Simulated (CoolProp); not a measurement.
n-dodecane along the isobar 1910 kPa: fugacity coefficient from the reference equation and from simpler models built on Tc = 658.1 K, pc = 1818 kPa, ω = 0.574; each cubic takes its own stable root.

The numbers come from the reference Helmholtz-energy equation of state, Lemmon 2004 in CoolProp. It is a short technical equation, of lower accuracy than the large ones.

```
T (K)   phase  reference
-----  ------  ---------
316.8  liquid   4.680e-5
332.8  liquid  0.0001367
348.7  liquid  0.0003512
364.7  liquid  0.0008173
380.6  liquid   0.001730
396.5  liquid   0.003388
412.5  liquid   0.006224
428.4  liquid    0.01073
444.3  liquid    0.01756
```

Problem. How far does each simpler model (van der Waals, Soave-Redlich-Kwong, Peng-Robinson) lie from the reference over these 9 states: mean and median of the absolute difference, and the worst?

Solution. 
- van der Waals: mean 13112.4 %, median 4568.2 %, worst +57848.7 % at 316.8 K and 1910 kPa
- Soave-Redlich-Kwong: mean 2.4 %, median 2.2 %, worst +3.9 % at 316.8 K and 1910 kPa
- Peng-Robinson: mean 10.6 %, median 8.3 %, worst +23.6 % at 316.8 K and 1910 kPa
